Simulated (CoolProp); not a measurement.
The numbers come from the reference Helmholtz-energy equation of state, Thol 2014 in CoolProp.

For chloromethane (R40), give the phase and the speed of sound (m/s), Joule-Thomson coefficient (K/MPa), isothermal compressibility (1/MPa), fugacity coefficient at 53.75 °C and 964 kPa; 53.75 °C and 3460 kPa.


- 53.75 °C and 964 kPa: gas; speed of sound 236, Joule-Thomson coefficient 27.1, isothermal compressibility 1.22, fugacity coefficient 0.883
- 53.75 °C and 3460 kPa: liquid; speed of sound 744, Joule-Thomson coefficient -0.0857, isothermal compressibility 0.00372, fugacity coefficient 0.318
